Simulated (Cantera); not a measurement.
Input (Python, Cantera):

```python
import numpy as np
import cantera as ct

gas = ct.Solution("gri30.yaml")
gas.TPX = 1800, 220000, {'CH4': 1, 'C2H6': 0.21, 'C3H8': 0.12, 'O2': 7.1, 'N2': 67.4}
reactor = ct.IdealGasReactor(gas, energy="on", clone=False)
net = ct.ReactorNet([reactor])
net.rtol, net.atol = 1e-08, 1e-16
show = ['CH4', 'C2H6', 'C3H8', 'H2O', 'O', 'CH2', 'C2H2']
times = np.geomspace(8e-06, 8, 15)

steps = ct.SolutionArray(gas, extra=["t"])
rows = []
print(f"{'t/s':>10s}{'T/K':>9s}{'P/Pa':>11s}" + "".join(f"{s:>11s}" for s in show))
for t in times:
    while net.time < t:
        t_next = net.step()
        steps.append(gas.state, t=t_next)
    rows.append([np.interp(t, steps.t, y) for y in (steps.T, steps.P, *steps(*show).X.T)])
    print(f"{t:10.3e}{rows[-1][0]:9.1f}{rows[-1][1]:11.4g}" + "".join(f"{x:11.3e}" for x in rows[-1][2:]))
rate = np.gradient(steps.T, steps.t)
print("integrator steps:", len(steps.t))
if steps.T.max() > steps.T[0] + 200:
    print(f"time of steepest temperature rise: {steps.t[rate.argmax()]:.4e} s")
gas.TPX = 1800, 220000, {'CH4': 1, 'C2H6': 0.21, 'C3H8': 0.12, 'O2': 7.1, 'N2': 67.4}
gas.equilibrate("UV")
print(f"equilibrium (UV): T = {gas.T:.1f} K  " + "  ".join(f"{s} {gas[s].X[0]:.3e}" for s in show))
```

Output:

```
       t/s      T/K       P/Pa        CH4       C2H6       C3H8        H2O          O        CH2       C2H2
 8.000e-06   1810.2  2.224e+05  1.053e-02  9.682e-04  2.559e-04  3.697e-03  1.221e-04  1.362e-05  1.251e-04
 2.146e-05   2096.5  2.616e+05  1.944e-09  4.606e-17  2.267e-25  3.285e-02  8.100e-03  3.867e-09  8.796e-11
 5.757e-05   2213.2  2.744e+05  3.530e-18  5.442e-33 -1.653e-46  3.367e-02  6.746e-03  2.610e-17  1.715e-22
 1.545e-04   2320.6  2.859e+05  2.565e-19  4.624e-35  1.738e-48  3.695e-02  2.772e-03  2.751e-18  2.216e-23
 4.144e-04   2368.5  2.911e+05  4.388e-20  2.169e-35 -2.694e-47  3.860e-02  1.157e-03  2.943e-19  4.470e-23
 1.112e-03   2373.7  2.916e+05  3.343e-20  1.259e-37  1.268e-54  3.882e-02  9.783e-04  1.905e-19  1.494e-24
 2.982e-03   2372.2  2.914e+05  3.289e-20  1.218e-37  1.155e-54  3.884e-02  9.667e-04  1.852e-19  1.443e-24
 8.000e-03   2368.5  2.909e+05  3.173e-20  1.137e-37  1.042e-54  3.887e-02  9.414e-04  1.738e-19  1.334e-24
 2.146e-02   2361.7  2.901e+05  2.964e-20  9.970e-38  8.584e-55  3.892e-02  8.958e-04  1.538e-19  1.151e-24
 5.757e-02   2354.7  2.892e+05  2.759e-20  8.685e-38  7.002e-55  3.898e-02  8.508e-04  1.351e-19  9.850e-25
 1.545e-01   2352.6  2.889e+05  2.701e-20  8.339e-38  6.594e-55  3.900e-02  8.379e-04  1.300e-19  9.408e-25
 4.144e-01   2352.6  2.889e+05  2.700e-20  8.331e-38  6.585e-55  3.900e-02  8.377e-04  1.299e-19  9.399e-25
 1.112e+00   2352.6  2.889e+05  2.700e-20  8.331e-38  6.585e-55  3.900e-02  8.377e-04  1.299e-19  9.399e-25
 2.982e+00   2352.6  2.889e+05  2.700e-20  8.331e-38  6.585e-55  3.900e-02  8.377e-04  1.299e-19  9.399e-25
 8.000e+00   2352.6  2.889e+05  2.700e-20  8.331e-38  6.585e-55  3.900e-02  8.377e-04  1.299e-19  9.399e-25
integrator steps: 1522
time of steepest temperature rise: 1.5182e-05 s
equilibrium (UV): T = 2352.6 K  CH4 4.146e-20  C2H6 1.538e-37  C3H8 1.285e-54  H2O 3.900e-02  O 8.377e-04  CH2 2.169e-19  C2H2 1.096e-24
```

Detailed kinetics in Cantera: GRI-Mech 3.0 (53 species, 325 reactions).
